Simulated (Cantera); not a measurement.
An isothermal, constant-pressure homogeneous reactor starts with H₂ : O₂ : N₂ = 0.38 : 1 : 15 (molar parts), equivalence ratio 0.19, at 1375 K and 0.810 bar. Integrator tolerance rtol = 1e-08.

Detailed kinetics in Cantera: GRI-Mech 3.0 (53 species, 325 reactions).

Problem. What does this change do: 0.23 parts H2O added?

Solution. 
| quantity | before | after |
|---|---|---|
| x(H₂) at 3.00 s | 3.59e-8 (gas-phase equilibrium 3.60e-8) | 5.72e-8 (gas-phase equilibrium 5.73e-8) |
| x(O₂) at 3.00 s | 0.0500 (gas-phase equilibrium 0.0499) | 0.0493 (gas-phase equilibrium 0.0492) |
| x(O) at 3.00 s | 1.59e-7 (gas-phase equilibrium 1.59e-7) | 1.58e-7 (gas-phase equilibrium 1.58e-7) |
| x(NO) at 3.00 s | 3.49e-6 (gas-phase equilibrium 0.000334) | 2.56e-6 (gas-phase equilibrium 0.000329) |
| x(HO₂) at 3.00 s | 1.15e-8 (gas-phase equilibrium 1.15e-8) | 1.43e-8 (gas-phase equilibrium 1.43e-8) |
| x(NO₂) at 3.00 s | 1.24e-8 (gas-phase equilibrium 1.18e-6) | 9.04e-9 (gas-phase equilibrium 1.16e-6) |
| x(H₂O₂) at 3.00 s | 4.46e-10 (gas-phase equilibrium 4.46e-10) | 7.01e-10 (gas-phase equilibrium 7.00e-10) |

Problem. What does this change do: 1.2 parts H2O added?

Solution. 
```json
[
 {"quantity": "x(H₂) at 3.00 s", "before": "3.59e-8 (gas-phase equilibrium 3.60e-8)", "after": "1.44e-7 (gas-phase equilibrium 1.44e-7)"},
 {"quantity": "x(O₂) at 3.00 s", "before": "0.0500 (gas-phase equilibrium 0.0499)", "after": "0.0466 (gas-phase equilibrium 0.0464)"},
 {"quantity": "x(O) at 3.00 s", "before": "1.59e-7 (gas-phase equilibrium 1.59e-7)", "after": "1.54e-7 (gas-phase equilibrium 1.53e-7)"},
 {"quantity": "x(NO) at 3.00 s", "before": "3.49e-6 (gas-phase equilibrium 0.000334)", "after": "1.05e-6 (gas-phase equilibrium 0.000311)"},
 {"quantity": "x(HO₂) at 3.00 s", "before": "1.15e-8 (gas-phase equilibrium 1.15e-8)", "after": "2.14e-8 (gas-phase equilibrium 2.14e-8)"},
 {"quantity": "x(NO₂) at 3.00 s", "before": "1.24e-8 (gas-phase equilibrium 1.18e-6)", "after": "3.59e-9 (gas-phase equilibrium 1.06e-6)"},
 {"quantity": "x(H₂O₂) at 3.00 s", "before": "4.46e-10 (gas-phase equilibrium 4.46e-10)", "after": "1.67e-9 (gas-phase equilibrium 1.66e-9)"}
]
```
